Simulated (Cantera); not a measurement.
A closed system holds: 1 mol SiH2Cl2, 0.89 mol O3, 11 mol H2, at 13.3 mbar.

Equilibrium computed with Cantera from the NASA thermochemical tables; the gas is ideal and each condensed phase is pure. Candidate condensed phases: H2O, Si, SiO2; 30 gas species. The tables hold silica as quartz up to 1696 K and as liquid above; real silica turns to tridymite and cristobalite and melts near 1996 K. Equilibrium is a limit: real reactors are often held back by kinetics, nucleation or transport.

Question: Which condensed phases are stable at each of these points (T (K)): 1223, 1323, 1423, 1523, 1623, 1723, 1823, 1923, 2023?

Answer: 
| T (K) | condensed phases | Si condensed (%) |
|---|---|---|
| 1223 | SiO2(β-quartz) | 100.0 |
| 1323 | SiO2(β-quartz) | 100.0 |
| 1423 | SiO2(β-quartz) | 100.0 |
| 1523 | SiO2(β-quartz) | 100.0 |
| 1623 | SiO2(β-quartz) | 99.9 |
| 1723 | SiO2(condensed) | 99.3 |
| 1823 | SiO2(condensed) | 95.2 |
| 1923 | SiO2(condensed) | 77.1 |
| 2023 | SiO2(l) | 27.2 |

From 1223 K to 1623 K the condensed part is SiO2(β-quartz). From 1723 K to 1923 K the condensed part is SiO2(condensed). At 2023 K the condensed part is SiO2(l).
